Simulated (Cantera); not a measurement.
Cantera with NASA thermochemical tables; ideal gases at 1 bar, condensed phases pure. Values are per mole of reaction as written; species without (g) are pure solids or liquids, kept so even where they would boil at 1 bar.

5 O2(g) + 4 PH3(g) + 2 N2(g) = 4 NH3(g) + P4O10

```json
[
 {"T (K)": "548", "ΔH° (kJ)": "-3204.5", "ΔS° (J/K)": "-1226.1", "ΔG° (kJ)": "-2532.6", "log10 K": "241.40"},
 {"T (K)": "573", "ΔH° (kJ)": "-3202.5", "ΔS° (J/K)": "-1222.4", "ΔG° (kJ)": "-2502.0", "log10 K": "228.08"},
 {"T (K)": "598", "ΔH° (kJ)": "?", "ΔS° (J/K)": "?", "ΔG° (kJ)": "?", "log10 K": "?"},
 {"T (K)": "623", "ΔH° (kJ)": "-3197.8", "ΔS° (J/K)": "-1214.7", "ΔG° (kJ)": "-2441.1", "log10 K": "204.67"},
 {"T (K)": "648", "ΔH° (kJ)": "?", "ΔS° (J/K)": "?", "ΔG° (kJ)": "?", "log10 K": "?"},
 {"T (K)": "673", "ΔH° (kJ)": "-3192.6", "ΔS° (J/K)": "-1206.7", "ΔG° (kJ)": "-2380.6", "log10 K": "184.76"}
]
```

### Question
Complete the blanks.

### Answer

- 598, ΔH° (kJ): -3200.2
- 598, ΔS° (J/K): -1218.6
- 598, ΔG° (kJ): -2471.5
- 598, log10 K: 215.88
- 648, ΔH° (kJ): -3195.3
- 648, ΔS° (J/K): -1210.7
- 648, ΔG° (kJ): -2410.8
- 648, log10 K: 194.33
